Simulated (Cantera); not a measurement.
An adiabatic, constant-volume homogeneous reactor starts with CO : H₂ : CH₄ : O₂ : N₂ : CO₂ = 1 : 0.05 : 0.045 : 0.28 : 1.05 : 0.28 (molar parts), equivalence ratio 2.2, at 1298 K and 13.0 bar. Integrator tolerance rtol = 1e-08.

Detailed kinetics in Cantera: GRI-Mech 3.0 (53 species, 325 reactions). The pressure lies above the range GRI-Mech 3.0 was tuned for (to about 10 atm).

Q: What does this change do: CO2 0.28 to 0.55 parts?

A: 
| quantity | before | after |
|---|---|---|
| time of steepest temperature rise | 48.2 µs | 58.6 µs |
| temperature at 0.200 s | 2821 K | 2646 K |
| equilibrium temperature | 2821 K | 2646 K |
| x(CO) at 0.200 s | 0.264 (gas-phase equilibrium 0.264) | 0.238 (gas-phase equilibrium 0.238) |
| x(H₂) at 0.200 s | 0.00672 (gas-phase equilibrium 0.00672) | 0.00479 (gas-phase equilibrium 0.00479) |
| x(CH₄) at 0.200 s | 1.17e-12 (gas-phase equilibrium 1.36e-12) | <1e-12 (gas-phase equilibrium <1e-12) |
| x(OH) at 0.200 s | 0.00280 (gas-phase equilibrium 0.00280) | 0.00144 (gas-phase equilibrium 0.00144) |
| x(H) at 0.200 s | 0.00141 (gas-phase equilibrium 0.00141) | 0.000645 (gas-phase equilibrium 0.000645) |
| x(H₂O₂) at 0.200 s | 9.97e-8 (gas-phase equilibrium 9.97e-8) | 4.53e-8 (gas-phase equilibrium 4.53e-8) |
| x(O) at 0.200 s | 0.000369 (gas-phase equilibrium 0.000369) | 0.000125 (gas-phase equilibrium 0.000125) |

Q: What does this change do: CH4 0.045 to 0.1 parts?

A: 
| quantity | before | after |
|---|---|---|
| time of steepest temperature rise | 48.2 µs | 0.192 ms |
| temperature at 0.200 s | 2821 K | 2656 K |
| equilibrium temperature | 2821 K | 2656 K |
| x(CO) at 0.200 s | 0.264 (gas-phase equilibrium 0.264) | 0.315 (gas-phase equilibrium 0.315) |
| x(H₂) at 0.200 s | 0.00672 (gas-phase equilibrium 0.00672) | 0.0177 (gas-phase equilibrium 0.0177) |
| x(CH₄) at 0.200 s | 1.17e-12 (gas-phase equilibrium 1.36e-12) | 2.85e-11 (gas-phase equilibrium 3.11e-11) |
| x(OH) at 0.200 s | 0.00280 (gas-phase equilibrium 0.00280) | 0.00130 (gas-phase equilibrium 0.00130) |
| x(H) at 0.200 s | 0.00141 (gas-phase equilibrium 0.00141) | 0.00126 (gas-phase equilibrium 0.00126) |
| x(H₂O₂) at 0.200 s | 9.97e-8 (gas-phase equilibrium 9.97e-8) | 3.66e-8 (gas-phase equilibrium 3.66e-8) |
| x(O) at 0.200 s | 0.000369 (gas-phase equilibrium 0.000369) | 5.93e-5 (gas-phase equilibrium 5.93e-5) |

Q: What does this change do: constant pressure in place of constant volume?

A: 
```json
[
 {"quantity": "time of steepest temperature rise", "before": "48.2 µs", "after": "53.9 µs"},
 {"quantity": "temperature at 0.200 s", "before": "2821 K", "after": "2588 K"},
 {"quantity": "equilibrium temperature", "before": "2821 K", "after": "2588 K"},
 {"quantity": "x(CO) at 0.200 s", "before": "0.264 (gas-phase equilibrium 0.264)", "after": "0.260 (gas-phase equilibrium 0.260)"},
 {"quantity": "x(H₂) at 0.200 s", "before": "0.00672 (gas-phase equilibrium 0.00672)", "after": "0.00720 (gas-phase equilibrium 0.00720)"},
 {"quantity": "x(CH₄) at 0.200 s", "before": "1.17e-12 (gas-phase equilibrium 1.36e-12)", "after": "<1e-12 (gas-phase equilibrium <1e-12)"},
 {"quantity": "x(OH) at 0.200 s", "before": "0.00280 (gas-phase equilibrium 0.00280)", "after": "0.00129 (gas-phase equilibrium 0.00129)"},
 {"quantity": "x(H) at 0.200 s", "before": "0.00141 (gas-phase equilibrium 0.00141)", "after": "0.000865 (gas-phase equilibrium 0.000865)"},
 {"quantity": "x(H₂O₂) at 0.200 s", "before": "9.97e-8 (gas-phase equilibrium 9.97e-8)", "after": "2.37e-8 (gas-phase equilibrium 2.37e-8)"},
 {"quantity": "x(O) at 0.200 s", "before": "0.000369 (gas-phase equilibrium 0.000369)", "after": "0.000101 (gas-phase equilibrium 0.000101)"}
]
```
